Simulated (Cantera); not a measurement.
**Equilibrium for carbothermic reduction: CuO + C + CO**

Charge: 1 mol CuO, 2.5 mol C, 0.094 mol CO, at 0.100 bar.

Cantera equilibrium calculation (NASA polynomials, part measured and part estimated; ideal gas, pure solids and liquids). Candidate condensed phases: C, Cu, CuO, Cu₂O; 15 gas species. Kinetics and transport are ignored.

```tsv
T (K)	log p CO	log p Cu	log p CO₂	log p Cu₂	log p C₃	log p C	log p C₂	n C(graphite)	n Cu(s)	n Cu(l)
1050	-1.01	-9.98	-2.69	<-13	<-13	<-13	<-13	1.52	1.00	0
1250	-1.00	-7.33	-4.02	-11.64	<-13	<-13	<-13	1.50	1.000	0
1450	-1.00	-5.46	-4.98	-9.02	<-13	<-13	<-13	1.50	0	1.000
1650	-1.00	-4.09	-5.70	-7.12	<-13	<-13	<-13	1.50	0	0.999
1850	-1.00	-3.02	-6.26	-5.65	-12.30	-12.03	<-13	1.50	0	0.989
2050	-1.03	-2.17	-6.75	-4.48	-10.04	-10.06	-11.11	1.50	0	0.920
2250	-1.18	-1.47	-7.41	-3.53	-8.19	-8.44	-9.24	1.50	0	0.432
2450	-1.28	-1.32	-7.90	-3.61	-6.65	-7.08	-7.69	1.50	0	0
```
log p: log10 of the partial pressure in bar; n: condensed amount in mol.

From 1050 K to 1250 K the condensed part is C(graphite) + Cu(s). From 1450 K to 2250 K the condensed part is C(graphite) + Cu(l). At 2450 K the condensed part is C(graphite).
